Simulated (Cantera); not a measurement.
A perfectly stirred reactor is fed with H₂ : O₂ : N₂ : H₂O = 1 : 0.833 : 3.13 : 1.4 (molar parts), at 0.839 atm; it is adiabatic with a 700 K inlet, and is followed from long to short residence time, starting on the burning branch (τ in s: 0.47, 0.19, 0.079, 0.032, 0.013, 0.0054, 0.0022, 0.0009, 0.00037, 0.00015, 6.1e-05).

Computed with Cantera and GRI-Mech 3.0 (53 species, 325 reactions).

x: mole fraction; the columns are a selection and need not sum to one.

```csv
τ (s),T (K),x H₂,x O₂,x H₂O,x NO₂,x HO₂
0.47,1793,0.000173,0.0565,0.408,?,1.07e-6
0.19,1791,0.000263,0.0565,0.408,?,1.39e-6
0.079,1789,0.000431,0.0564,0.408,?,2.04e-6
0.032,1784,0.000750,0.0564,0.407,?,3.30e-6
0.013,1775,0.00133,0.0564,0.406,?,5.55e-6
0.0054,1762,0.00231,0.0565,0.404,?,9.23e-6
0.0022,1740,0.00402,0.0569,0.400,?,1.52e-5
0.00090,1705,0.00674,0.0577,0.395,?,2.38e-5
0.00037,1651,0.0108,0.0592,0.388,?,3.52e-5
0.00015,1570,0.0167,0.0620,0.377,?,4.98e-5
6.1e-5,1458,0.0263,0.0673,0.362,8.78e-10,6.97e-5
```

Question: Some entries are withheld; supply them.

Answer: 
- 0.47, x NO₂: 1.62e-8
- 0.19, x NO₂: 1.09e-8
- 0.079, x NO₂: 8.60e-9
- 0.032, x NO₂: 7.00e-9
- 0.013, x NO₂: 5.36e-9
- 0.0054, x NO₂: 3.79e-9
- 0.0022, x NO₂: 2.64e-9
- 0.00090, x NO₂: 2.00e-9
- 0.00037, x NO₂: 1.65e-9
- 0.00015, x NO₂: 1.33e-9
